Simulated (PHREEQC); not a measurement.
## Copper plating or etch bath: an equilibrium model

Dissolve 0.011 mol/kgw Cu(NO3)2, 0.16 mol/kgw HNO3 and 0.0042 mol/kgw Na2SO4 at 54 °C. Closed to the air; pH follows from the charge balance.

Computed with PHREEQC (ion-association model, phreeqc.dat).

```
Item                          Value
--------------------  -------------
pH                             0.91
ionic strength        0.198 mol/kgw
activity of water             0.994
specific conductance    93900 µS/cm
density                 0.993 g/cm³
total alkalinity        -160 meq/kg
```

```tsv
species	molality	activity	log γ
NO3-	0.182	0.124	-0.166
H+	0.156	0.123	-0.103
Cu+2	0.0109	0.00339	-0.507
Na+	0.00839	0.00618	-0.133
HSO4-	0.00370	0.00272	-0.134
SO4-2	0.000408	0.000113	-0.559
```

No solid was allowed to form. Complexes and solids missing from the database can't appear. At this temperature some constants are extrapolated from 25 °C, and those without enthalpy data are left unchanged.
